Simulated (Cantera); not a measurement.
## Low-pressure radical oxidation in H2/O2

An isothermal, constant-pressure homogeneous reactor starts with 0.386 % H₂, 64.3 % O₂, 35.3 % N₂, equivalence ratio 0.0030, at 1325 K and 4.65 Torr.

Model: GRI-Mech 3.0 (53 species, 325 reactions), integrated in Cantera. Radical loss at walls, strong at low pressure, is not modelled.

| t (s) | x H₂ | x O₂ | x NO | x N₂O | x H |
|---|---|---|---|---|---|
| 3.00e-6 | 0.00386 | 0.643 | <1e-12 | <1e-12 | 2.65e-11 |
| 1.30e-5 | 0.00386 | 0.643 | <1e-12 | <1e-12 | 1.08e-10 |
| 5.62e-5 | 0.00386 | 0.643 | <1e-12 | <1e-12 | 3.70e-10 |
| 0.000243 | 0.00386 | 0.643 | <1e-12 | <1e-12 | 7.76e-10 |
| 0.00105 | 0.00386 | 0.643 | <1e-12 | <1e-12 | 1.43e-9 |
| 0.00456 | 0.00386 | 0.643 | <1e-12 | <1e-12 | 1.00e-8 |
| 0.0197 | 0.00345 | 0.642 | <1e-12 | 6.94e-12 | 1.69e-5 |
| 0.0854 | 9.46e-6 | 0.639 | 7.84e-10 | 1.87e-9 | 7.82e-5 |
| 0.370 | 8.78e-6 | 0.639 | 5.58e-9 | 5.10e-9 | 6.97e-5 |
| 1.60 | 6.54e-6 | 0.640 | 2.45e-8 | 5.87e-9 | 4.43e-5 |
| 6.93 | 2.56e-6 | 0.641 | 6.43e-8 | 6.24e-9 | 1.06e-5 |
| 30.0 | 3.85e-7 | 0.642 | 1.02e-7 | 6.36e-9 | 6.06e-7 |
x: mole fraction; the columns are a selection and need not sum to one.

Equilibrium at this temperature and pressure: H₂ 8.26e-9, O₂ 0.642, NO 0.000547, N₂O 1.89e-9, H 1.90e-9 (gas phase only).
